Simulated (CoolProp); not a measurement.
Saturation properties of dimethyl ether (Tc = 127.2 °C, pc = 5.337 MPa, ω = 0.196).

Values from CoolProp's reference Helmholtz-energy equation of state, Wu 2011.

| T (°C) | p (MPa) | liquid density (kg/m³) | liquid cp (kJ/(kg K)) | surface tension (mN/m) | liquid viscosity (µPa s) | vapour viscosity (µPa s) |
|---|---|---|---|---|---|---|
| 4.85 | 0.3150 | 692.8 | 2.339 | 14.2 | 153 | 8.78 |
| 8.85 | 0.3597 | 686.7 | 2.356 | 13.6 | 147 | 8.88 |
| 12.75 | 0.4077 | 680.8 | 2.374 | 13.0 | 142 | 8.99 |
| 16.75 | 0.4618 | 674.6 | 2.393 | 12.5 | 137 | 9.10 |
| 20.75 | 0.5211 | 668.3 | 2.413 | 11.9 | 133 | 9.21 |
| 24.65 | 0.5843 | 662.0 | 2.433 | 11.4 | 128 | 9.32 |
| 28.65 | 0.6549 | 655.5 | 2.456 | 10.8 | 124 | 9.44 |
| 32.55 | 0.7296 | 649.0 | 2.479 | 10.3 | 120 | 9.56 |
| 36.55 | 0.8126 | 642.2 | 2.504 | 9.73 | 116 | 9.69 |
| 40.55 | 0.9025 | 635.3 | 2.531 | 9.19 | 112 | 9.82 |
| 44.45 | 0.9970 | 628.4 | 2.560 | 8.67 | 109 | 9.95 |
| 48.45 | 1.101 | 621.2 | 2.592 | 8.15 | 105 | 10.1 |
| 52.45 | 1.213 | 613.7 | 2.626 | 7.63 | 101 | 10.2 |
| 56.35 | 1.331 | 606.3 | 2.662 | 7.13 | 98.0 | 10.4 |
| 60.35 | 1.459 | 598.5 | 2.703 | 6.63 | 94.6 | 10.5 |

It boils at -24.8 °C under 1 atm.

Viscosity comes from a separate model (Meng 2012). Surface tension comes from a separate correlation (Mulero 2012).
